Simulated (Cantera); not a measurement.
A perfectly stirred reactor is fed with 18.0 % CH4, 81.0 % H2O, 1.03 % H2, at 5.00 bar; it is held at 2175 K, and followed from long to short residence time.

Cantera simulation using GRI-Mech 3.0 (53 species, 325 reactions); the numbers are that mechanism's predictions, not measurements.

x: mole fraction; the columns are a selection and need not sum to one.

```json
[
 {"τ (s)": "9.1", "x CH4": "___", "x H2O": "0.441", "x H2": "0.426", "x CH3": "3.37e-7", "x CO": "0.110"},
 {"τ (s)": "3.4", "x CH4": "___", "x H2O": "0.441", "x H2": "0.426", "x CH3": "9.02e-7", "x CO": "0.110"},
 {"τ (s)": "1.3", "x CH4": "___", "x H2O": "0.441", "x H2": "0.425", "x CH3": "2.36e-6", "x CO": "0.110"},
 {"τ (s)": "0.50", "x CH4": "___", "x H2O": "0.441", "x H2": "0.425", "x CH3": "6.13e-6", "x CO": "0.110"},
 {"τ (s)": "0.19", "x CH4": "___", "x H2O": "0.441", "x H2": "0.425", "x CH3": "1.60e-5", "x CO": "0.110"},
 {"τ (s)": "0.071", "x CH4": "___", "x H2O": "0.442", "x H2": "0.424", "x CH3": "4.18e-5", "x CO": "0.110"},
 {"τ (s)": "0.027", "x CH4": "___", "x H2O": "0.444", "x H2": "0.422", "x CH3": "0.000103", "x CO": "0.109"},
 {"τ (s)": "0.010", "x CH4": "___", "x H2O": "0.451", "x H2": "0.415", "x CH3": "0.000237", "x CO": "0.106"},
 {"τ (s)": "0.0039", "x CH4": "___", "x H2O": "0.465", "x H2": "0.402", "x CH3": "0.000473", "x CO": "0.0996"}
]
```

Task: Complete the blanks.

Result: 
- 9.1, x CH4: 5.25e-6
- 3.4, x CH4: 1.41e-5
- 1.3, x CH4: 3.69e-5
- 0.50, x CH4: 9.62e-5
- 0.19, x CH4: 0.000253
- 0.071, x CH4: 0.000663
- 0.027, x CH4: 0.00162
- 0.010, x CH4: 0.00373
- 0.0039, x CH4: 0.00734
